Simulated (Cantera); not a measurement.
A freely propagating, adiabatic, planar premixed flame of 5.04 % C3H8, 19.4 % O2, 73.1 % N2, 2.42 % H2O, unburnt at 575 K and 0.928 atm; mixture-averaged transport, grid criteria slope 0.08 and curve 0.16, no radiation.

Computed with Cantera and GRI-Mech 3.0 (53 species, 325 reactions). GRI-Mech 3.0 was tuned for natural gas; its chemistry of propane as a main component is partial and can be far from experiment. Burning velocities carry a grid error of a few per cent, more on coarse grids.

x: mole fraction of selected species; z is measured from the peak of heat release.

```tsv
z (mm)	T (K)	u (m/s)	x C3H8	x O2	x H2O	x NO	x C2H6	x O
-0.905	575	1.25	0.0503	0.194	0.0242	<1e-8	5.37e-8	<1e-8
-0.603	577	1.25	0.0502	0.193	0.0244	<1e-8	1.32e-6	<1e-8
-0.452	584	1.28	0.0499	0.191	0.0254	4.45e-8	1.11e-5	<1e-8
-0.302	643	1.42	0.0488	0.184	0.0323	3.87e-7	0.000156	1.05e-8
-0.151	1022	2.35	0.0343	0.144	0.0669	3.60e-6	0.00186	?
-0.0754	1417	3.39	0.0111	0.0989	0.101	8.37e-6	0.00199	?
0	1784	4.38	0.000361	0.0521	0.133	1.73e-5	0.000245	?
0.0754	1975	4.87	6.50e-7	0.0238	0.151	3.13e-5	3.51e-6	?
0.151	2039	5.02	<1e-8	0.0114	0.157	4.50e-5	2.67e-8	0.00181
0.302	2074	5.08	<1e-8	0.00468	0.158	5.97e-5	<1e-8	0.00190
0.603	2104	5.13	<1e-8	0.00297	0.157	6.80e-5	<1e-8	?
1.21	2141	5.20	<1e-8	0.00218	0.159	7.32e-5	<1e-8	?
2.41	2183	5.29	<1e-8	0.00139	0.162	7.94e-5	<1e-8	?
```

### Question
Complete the blanks.

### Answer

- -0.151, x O: 4.21e-6
- -0.0754, x O: 8.85e-5
- 0, x O: 0.000571
- 0.0754, x O: 0.00131
- 0.603, x O: 0.00157
- 1.21, x O: 0.00116
- 2.41, x O: 0.000713
